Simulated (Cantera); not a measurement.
Feed: 1 mol Fe₃O₄, a varied amount of H₂, at 1150 °C and 0.0133 bar.

Equilibrium computed with Cantera from the NASA thermochemical tables; the gas is ideal and each condensed phase is pure. Candidate condensed phases: Fe, FeO, Fe(OH)₂, Fe(OH)₃, Fe₂O₃, Fe₃O₄, H₂O; 12 gas species. Equilibrium is a limit: real reactors are often held back by kinetics, nucleation or transport.

Q: At 22 mol H₂, list the 3 most abundant gas species with their mole fractions, and the condensed phases.

A: H₂ 0.818, H₂O 0.182, H 5.21e-5. Condensed: Fe(γ).
